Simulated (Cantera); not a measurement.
Input: 1 mol SiH4, 2.3 mol CH4, 14 mol H2, held at 1777 °C and 2.10 mbar.

Equilibrium computed with Cantera from the NASA thermochemical tables; the gas is ideal and each condensed phase is pure. Candidate condensed phases: C, C6H6, C7H8, C8H18, Si, SiC; 87 gas species. The numbers say what is thermodynamically allowed, not how fast it happens.

Base state: H2 0.948, H 0.0482, Si 0.00242, C2H2 (acetylene) 0.00101, SiC2 0.000126, Si2C 8.14e-5, SiH 6.52e-5 (mole fractions); condensed: C(graphite) + SiC(s).

**Question.** What changes in the equilibrium state with this change: SiH4 replaced by SiCl4?

**Answer.** 
| species | before | after |
|---|---|---|
| H2 | 0.948 | 0.770 |
| HCl | 0 | 0.170 |
| H | 0.0482 | 0.0434 |
| Cl | 0 | 0.00710 |
| SiCl2 | 0 | 0.00557 |
| SiCl | 0 | 0.000504 |
| C2H2 (acetylene) | 0.00101 | 0.000817 |
| SiH | 6.52e-5 | 5.88e-5 |
| C(graphite), mol | 1.31 | 1.45 |
| SiC(s), mol | 0.941 | 0.812 |
The tables' values for SiCl are old estimates; treat these amounts as uncertain.
